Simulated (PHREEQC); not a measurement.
Solution (25 °C): 32 mmol/kgw H2SO4, 16 mmol/kgw MgSO4, 7.5 mmol/kgw KBr and 4.8 mmol/kgw KCl. Closed to the air; pH follows from the charge balance.

Equilibrium calculation in PHREEQC: ion-association model, phreeqc.dat.

This is a speciation only: nothing precipitates in the calculation.

Question: Order these S species by the share of S that they hold, largest first: HSO4-, KSO4-, SO4-2, MgSO4.

Answer: HSO4- (52 %), SO4-2 (35 %), MgSO4 (12 %), KSO4- (1.0 %)

The pH is 1.49 and the ionic strength 0.0977 mol/kgw. Species that the database lacks are ignored.
